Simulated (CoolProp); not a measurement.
A single-stage vapour-compression cycle with C3F8 (R218): evaporating at 281.15 K (dew point), condensing at 330.15 K (bubble point), superheat 0 K, subcooling 0 K, compressor efficiency 0.7, no pressure losses. Each further row changes one setting.

Computed with CoolProp (reference Helmholtz-energy equation of state, Lemmon 2006). It is a short technical equation, of lower accuracy than the large ones.

```
case                              cooling COP  pressure ratio  discharge temperature (K)  refrigerating effect (kJ/kg)  volumetric capacity (kJ/m³)
--------------------------------  -----------  --------------  -------------------------  ----------------------------  ---------------------------
as stated                                1.57            3.56                      330.2                          25.6                         1320
evaporating temperature 286.15 K         1.98            3.07                      330.2                          28.5                         1710
condensing temperature 325.15 K          2.16            3.18                      325.1                          32.7                         1680
subcooling 5 K                           2.03            3.56                      330.2                          33.1                         1700
superheat 10 K                           1.89            3.56                      333.4                          34.3                         1650
compressor efficiency 0.6                1.35            3.56                      330.2                          25.6                         1320
```

The compression ends wet for: as stated; evaporating temperature 286.15 K; condensing temperature 325.15 K; subcooling 5 K; compressor efficiency 0.6.
